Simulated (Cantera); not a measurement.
A diamond (100) surface in a fixed gas of H2 with x(CH4) = 0.0053, x(H) = 0.0013, x(CH3) = 0.0015, 0.0450 bar; coverages are run to steady state.

Cantera simulation using the Harris–Goodwin 1993 mechanism for the reconstructed diamond (100) surface; the numbers are that mechanism's predictions, not measurements.

One state of this run: growth (µm/h) = 18.1; θ c6HH = 0.394; θ c6H* = 0.0157; θ c6*H = 0.281; θ c6** = 0.00685; θ c6HM = 0.209. θ: site fractions in the mechanism's names (c6HH fully hydrogenated, c6H* and c6*H radical sites, c6** diradical, c6HM methylated).

Q: Which value of T (K) does it belong to?
(A) 900
(B) 1200
(C) 1050
(D) 1275

A: C, 1050
